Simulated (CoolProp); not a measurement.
Vapour-liquid equilibrium of propylene (1) + propane (2) at 233.7 K; x and y are mole fractions of (1).

Model: multi-fluid Helmholtz-energy mixture model, Lemmon 2013 and Lemmon 2009; pair parameters Bell 2016, in CoolProp.

| x | bubble pressure, mixture model (MPa) | bubble pressure, Raoult's law (MPa) | y, mixture model | y, Raoult's law |
|---|---|---|---|---|
| 0.05 | 0.1161 | 0.1153 | 0.068 | 0.063 |
| 0.2 | 0.1225 | 0.1200 | 0.251 | 0.241 |
| 0.35 | 0.1281 | 0.1246 | 0.412 | 0.407 |
| 0.5 | 0.1330 | 0.1293 | 0.557 | 0.560 |
| 0.65 | 0.1373 | 0.1339 | 0.693 | 0.703 |
| 0.8 | 0.1409 | 0.1386 | 0.825 | 0.836 |
| 0.95 | 0.1439 | 0.1432 | 0.956 | 0.960 |

The largest gap from Raoult's law is +2.9 % in bubble pressure, at x = 0.5. No azeotrope shows between x = 0.05 and 0.95.

The pair parameters rest on a limited set of measurements; away from them the model extrapolates.
